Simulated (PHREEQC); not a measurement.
Leach liquor

Solution (25 °C): 2.2 mmol/kgw HCl and 7.4 mmol/kgw Li2SO4. Closed to the air; pH follows from the charge balance.

Computed with PHREEQC (ion-association model, wateq4f.dat).

Precipitation was switched off in this run.

Q: Estimate the pH.

A: pH 2.85.

Q: In which forms is Li present?

A: Li+ 98 %, LiSO4- 1.6 % of the Li.

Species that the database lacks are ignored.
